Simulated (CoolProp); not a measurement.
Model: reference Helmholtz-energy equation of state, Thol 2022, in CoolProp.

Q: Give the vapour pressure (bar), vapour density (kg/m³) of saturated vinyl chloride at 320.7, 372.7, 380.1 K.

A: 
| T (K) | p (bar) | vapour density (kg/m³) |
|---|---|---|
| 320.7 | 7.35 | 19.5 |
| 372.7 | 22.9 | 63.0 |
| 380.1 | 26.3 | 73.9 |
